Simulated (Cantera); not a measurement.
A perfectly stirred reactor is fed with 2.86 % CH4, 1.72 % O2, 95.4 % N2, at 2.50 bar; it is held at 1400 K, and followed from long to short residence time.

Computed with Cantera and GRI-Mech 3.0 (53 species, 325 reactions). The temperature is held fixed by assumption; the heat of reaction is taken as removed at once.

One state of this run: x CH4 = 0.0130; x O2 = 0.00287; x C2H6 = 0.000139; x NO2 = 7.26e-12; x C2H2 = 0.00132; x C2H4 = 0.000657; x OH = 6.76e-8. x: mole fraction; the columns are a selection and need not sum to one.

Task: Which value of τ (s) does it belong to?
A) 0.21
B) 9.1
C) 0.54
D) 0.032

Result: A, 0.21
